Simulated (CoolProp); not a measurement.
A Linde-Hampson liquefier for methane: isothermal reversible compression at 290 K from 1 atm to 30 MPa, throttling to 1 atm, return gas leaving the recuperator 10 K below the feed. Each further row changes one setting.

Model: reference Helmholtz-energy equation of state, Setzmann 1991, in CoolProp.

```csv
case,liquid yield per pass,compression work (kJ/kg of gas)
as stated,(withheld),798
high pressure 60 MPa,(withheld),(withheld)
warm-end temperature 320 K,(withheld),(withheld)
warm-end gap 15 K,(withheld),798
```

Question: What belongs in the gaps?

Answer: 
- as stated, liquid yield per pass: 0.237
- high pressure 60 MPa, liquid yield per pass: 0.242
- high pressure 60 MPa, compression work (kJ/kg of gas): 912
- warm-end temperature 320 K, liquid yield per pass: 0.180
- warm-end temperature 320 K, compression work (kJ/kg of gas): 903
- warm-end gap 15 K, liquid yield per pass: 0.227
